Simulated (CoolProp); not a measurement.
Vapour-liquid equilibrium of cyclohexane (1) + o-xylene (2) at 391.3 K; x and y are mole fractions of (1).

Computed with CoolProp (multi-fluid Helmholtz-energy mixture model, Zhou 2014 and Zhou 2012; pair parameters Bell 2016).

### Question
Give the bubble pressure and the first vapour's composition at x = 0.2, 0.65, 0.8. Is there an azeotrope?

### Answer
x = 0.2: 107.3 kPa, y = 0.627; x = 0.65: 207.2 kPa, y = 0.897; x = 0.8: 235.9 kPa, y = 0.942. No azeotrope shows between x = 0.05 and 0.95.

The pair parameters rest on a limited set of measurements; away from them the model extrapolates.
